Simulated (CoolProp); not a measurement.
Properties of dimethyl carbonate along the isotherm 600 K (Tc = 557.0 K, pc = 4.909 MPa, ω = 0.346).

The numbers come from the reference Helmholtz-energy equation of state, Zhou 2011 in CoolProp.

```json
[
 {"p (MPa)": "0.00776", "phase": "gas", "density (kg/m³)": "0.1402", "cp (kJ/(kg K))": "1.860", "cv (kJ/(kg K))": "1.768", "expansivity (1/kK)": "1.669"},
 {"p (MPa)": "0.0125", "phase": "gas", "density (kg/m³)": "0.2259", "cp (kJ/(kg K))": "1.860", "cv (kJ/(kg K))": "1.768", "expansivity (1/kK)": "1.670"},
 {"p (MPa)": "0.0203", "phase": "gas", "density (kg/m³)": "0.3670", "cp (kJ/(kg K))": "1.861", "cv (kJ/(kg K))": "1.768", "expansivity (1/kK)": "1.673"},
 {"p (MPa)": "0.0327", "phase": "gas", "density (kg/m³)": "0.5915", "cp (kJ/(kg K))": "1.861", "cv (kJ/(kg K))": "1.768", "expansivity (1/kK)": "1.677"},
 {"p (MPa)": "0.0529", "phase": "gas", "density (kg/m³)": "0.9580", "cp (kJ/(kg K))": "1.862", "cv (kJ/(kg K))": "1.768", "expansivity (1/kK)": "1.683"},
 {"p (MPa)": "0.0854", "phase": "gas", "density (kg/m³)": "1.549", "cp (kJ/(kg K))": "1.863", "cv (kJ/(kg K))": "1.768", "expansivity (1/kK)": "1.693"},
 {"p (MPa)": "0.138", "phase": "gas", "density (kg/m³)": "2.511", "cp (kJ/(kg K))": "1.864", "cv (kJ/(kg K))": "1.769", "expansivity (1/kK)": "1.709"},
 {"p (MPa)": "0.223", "phase": "gas", "density (kg/m³)": "4.077", "cp (kJ/(kg K))": "1.867", "cv (kJ/(kg K))": "1.769", "expansivity (1/kK)": "1.737"},
 {"p (MPa)": "0.36", "phase": "gas", "density (kg/m³)": "6.633", "cp (kJ/(kg K))": "1.872", "cv (kJ/(kg K))": "1.771", "expansivity (1/kK)": "1.782"},
 {"p (MPa)": "0.582", "phase": "gas", "density (kg/m³)": "10.86", "cp (kJ/(kg K))": "1.880", "cv (kJ/(kg K))": "1.773", "expansivity (1/kK)": "1.860"},
 {"p (MPa)": "0.94", "phase": "gas", "density (kg/m³)": "17.92", "cp (kJ/(kg K))": "1.894", "cv (kJ/(kg K))": "1.776", "expansivity (1/kK)": "1.997"},
 {"p (MPa)": "1.52", "phase": "gas", "density (kg/m³)": "30.08", "cp (kJ/(kg K))": "1.922", "cv (kJ/(kg K))": "1.782", "expansivity (1/kK)": "2.257"},
 {"p (MPa)": "2.45", "phase": "gas", "density (kg/m³)": "51.79", "cp (kJ/(kg K))": "1.982", "cv (kJ/(kg K))": "1.793", "expansivity (1/kK)": "2.812"}
]
```
